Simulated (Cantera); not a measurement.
Gas mixture: 45.9 % C3H8, 25.2 % C2H6, 28.8 % C2H2, at 1800 Pa, frozen composition.

Cantera's kinetic-theory transport with the Lennard-Jones parameters of GRI-Mech 3.0, ideal gas; thermal conductivity in the mixture-averaged form. The composition is frozen, though it would react at the higher temperatures.

D: mixture-averaged diffusion coefficient of that species in the mixture.

| T (K) | ρ (kg/m³) | cp (J/kg/K) | μ (µPa s) | λ (mW/m/K) | Pr | D (cm²/s) NH3 | D (cm²/s) H | D (cm²/s) N2 |
|---|---|---|---|---|---|---|---|---|
| 400 | 0.0191 | 2098 | 11.8 | 33.3 | 0.747 | 13.2 | 73.1 | 12.8 |
| 550 | 0.0139 | 2628 | 15.6 | 54.1 | 0.758 | 24.3 | 130 | 22.4 |
| 700 | 0.0109 | (withheld) | (withheld) | (withheld) | 0.768 | (withheld) | (withheld) | (withheld) |
| 850 | 0.00900 | 3407 | 21.9 | 96.7 | 0.773 | 54.4 | 277 | 47.4 |
| 1000 | 0.00765 | 3699 | 24.7 | 117 | 0.778 | 72.8 | 366 | 62.4 |
| 1150 | 0.00666 | 3918 | (withheld) | (withheld) | 0.778 | (withheld) | (withheld) | (withheld) |
| 1300 | 0.00589 | 4107 | 29.7 | 157 | 0.778 | 115 | 571 | 97.0 |

Some entries are withheld; supply them.


- 700, cp (J/kg/K): 3062
- 700, μ (µPa s): 18.9
- 700, λ (mW/m/K): 75.5
- 700, D (cm²/s) NH3: 38.2
- 700, D (cm²/s) H: 198
- 700, D (cm²/s) N2: 34.0
- 1150, μ (µPa s): 27.3
- 1150, λ (mW/m/K): 137
- 1150, D (cm²/s) NH3: 93.1
- 1150, D (cm²/s) H: 464
- 1150, D (cm²/s) N2: 79.0
